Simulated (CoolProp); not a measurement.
The fluid at 412.95 K and 5.84 MPa is throttled through a valve to 4.02 MPa with no heat exchange. The same conditions are run with several fluids, on thermodynamics alone (safety and materials aside).

Model: reference Helmholtz-energy equation of state of each fluid (hydrogen chloride: Thol 2018; CH3F (R41): Lemmon 2006; hydrogen sulfide: Lemmon 2006; carbonyl sulfide: Lemmon 2006; carbon dioxide: Span 1996), in CoolProp.

| fluid | temperature change (K) | final density (kg/m³) |
|---|---|---|
| hydrogen chloride | ___ | 48.8 |
| CH3F (R41) | -12.5 | ___ |
| hydrogen sulfide | ___ | ___ |
| carbonyl sulfide | -20.4 | ___ |
| carbon dioxide | ___ | ___ |

Question: Fill in the missing entries.

Answer: 
- hydrogen chloride, temperature change (K): -13.5
- CH3F (R41), final density (kg/m³): 46.9
- hydrogen sulfide, temperature change (K): -16.2
- hydrogen sulfide, final density (kg/m³): 48.0
- carbonyl sulfide, final density (kg/m³): 95.4
- carbon dioxide, temperature change (K): -8.8
- carbon dioxide, final density (kg/m³): 56.6
